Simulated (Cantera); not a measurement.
Input: 1 mol TEOS, 0.24 mol O3, held at 7.50 Torr.

Cantera equilibrium calculation (NASA polynomials, part measured and part estimated; ideal gas, pure solids and liquids). Candidate condensed phases: C, C6H6, C7H8, C8H18, H2O, Si, SiC, SiO2; 123 gas species. The feed counts by its element totals alone. The numbers say what is thermodynamically allowed, not how fast it happens. All values below are at 1398 K.

Base state: H2 0.679, CO 0.320, SiO 0.000397, H 3.90e-5, CH4 2.02e-5 (mole fractions); condensed: C(graphite) + SiC(s).

Task: What changes in the equilibrium state with this change: pressure from 7.50 Torr to 10.0 Torr?

Result: 
| species | before | after |
|---|---|---|
| H2 | 0.679 | 0.706 |
| CO | 0.320 | 0.294 |
| SiO | 0.000397 | 0.000364 |
| CH4 | 2.02e-5 | 2.90e-5 |
| H2O | 8.24e-6 | 1.05e-5 |
| H | 3.90e-5 | 3.44e-5 |
| C(graphite), mol | 2.29 | 3.12 |
| SiC(s), mol | 0.994 | 0.717 |
| SiO2(β-quartz), mol | 0 | 0.278 |
Mutual solubility and eutectic melting of coexisting phases are not modelled. The tables hold silica as quartz up to 1696 K and as liquid above; real silica turns to tridymite and cristobalite and melts near 1996 K.
